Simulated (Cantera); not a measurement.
An isothermal, constant-pressure homogeneous reactor starts with 2.22 % C₂H₆, 97.8 % N₂, at 1725 K and 13300 Pa.

Model: GRI-Mech 3.0 (53 species, 325 reactions), integrated in Cantera. GRI-Mech 3.0 stops at C3 and has no aromatics, soot or wall deposition, so with more carbon than oxygen in the feed, carbon stays in small species such as C2H2 where larger ones or solid carbon would form.

x: mole fraction; the columns are a selection and need not sum to one.

```
t (s)       x C₂H₆    x C₂H₄     x CH₃    x CH₂    x C₂H₂
--------  --------  --------  --------  -------  --------
0.000100   0.00892   0.00679   0.00822  3.75e-5  0.000696
0.000228   0.00156   0.00980   0.00486  3.52e-5   0.00554
0.000518  0.000101   0.00516   0.00157  1.31e-5    0.0130
0.00118    1.82e-5   0.00187  0.000681  3.98e-6    0.0169
0.00268        ___       ___       ___      ___    0.0186
0.00611    2.64e-6  0.000121  0.000230  6.39e-7    0.0192
0.0139     1.36e-6   4.71e-5  0.000161  3.52e-7    0.0194
0.0316         ___       ___       ___      ___    0.0197
0.0720     5.34e-7   1.98e-5  0.000101  2.15e-7    0.0201
0.164      2.27e-7   1.08e-5   6.62e-5  1.51e-7    0.0205
0.373      6.54e-8   6.38e-6   3.58e-5  8.69e-8    0.0209
0.848      1.42e-8   5.09e-6   1.68e-5  4.25e-8    0.0211
1.93       2.73e-9   4.84e-6   7.37e-6  1.91e-8    0.0212
4.39      5.31e-10   4.80e-6   3.22e-6  8.40e-9    0.0212
10.0      1.26e-10   4.80e-6   1.50e-6  3.92e-9    0.0212
```

**Question.** Complete the blanks.

**Answer.** 
- 0.00268, x C₂H₆: 6.27e-6
- 0.00268, x C₂H₄: 0.000514
- 0.00268, x CH₃: 0.000373
- 0.00268, x CH₂: 1.47e-6
- 0.0316, x C₂H₆: 8.85e-7
- 0.0316, x C₂H₄: 3.06e-5
- 0.0316, x CH₃: 0.000129
- 0.0316, x CH₂: 2.66e-7
